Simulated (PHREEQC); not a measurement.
Dissolve 1.8 mmol/kgw H2SO4, 1.2 mmol/kgw ZnSO4 and 0.039 mmol/kgw KCl at 75 °C. Closed to the air; pH follows from the charge balance.

Computed with PHREEQC (ion-association model, wateq4f.dat).

**Question.** The ionic strength comes out as 0.00716 mol/kgw. What activity coefficients do Zn+2, H+, Zn(SO4)2-2, K+, HSO4- get?

**Answer.** Zn+2 0.69, H+ 0.92, Zn(SO4)2-2 0.67, K+ 0.91, HSO4- 0.91.

This is a speciation only: nothing precipitates in the calculation. Away from 25 °C the constants follow the database's enthalpies or fits; those with neither stay at their 25 °C values.
